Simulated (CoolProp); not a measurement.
Vapour-liquid equilibrium of cyclohexane (1) + ethylbenzene (2) at 517 kPa; x and y are mole fractions of (1).

Values from CoolProp's multi-fluid Helmholtz-energy mixture model, Zhou 2014 and Zhou 2012; pair parameters Bell 2016.

```
x     bubble temperature, mixture model (°C)  bubble temperature, Raoult's law (°C)  y, mixture model  y, Raoult's law
----  --------------------------------------  -------------------------------------  ----------------  ---------------
0.05                                   203.9                                  204.3             0.131            0.139
0.2                                    189.0                                  190.5             0.431            0.446
0.35                                   177.1                                  179.1                 …            0.644
0.5                                        …                                  169.6             0.755            0.778
0.65                                   160.2                                  161.6             0.847            0.870
0.8                                    153.9                                  154.6             0.918            0.937
0.95                                       …                                  148.5                 …            0.986
```

Q: Complete the blanks.

A: 
- 0.35, y, mixture model: 0.625
- 0.5, bubble temperature, mixture model (°C): 167.7
- 0.95, bubble temperature, mixture model (°C): 148.4
- 0.95, y, mixture model: 0.980

The largest gap from Raoult's law is -2.0 K in bubble temperature, at x = 0.35. No azeotrope shows between x = 0.05 and 0.95.

Pair parameters are fitted to limited data, so mixtures are less certain than the pure fluids.
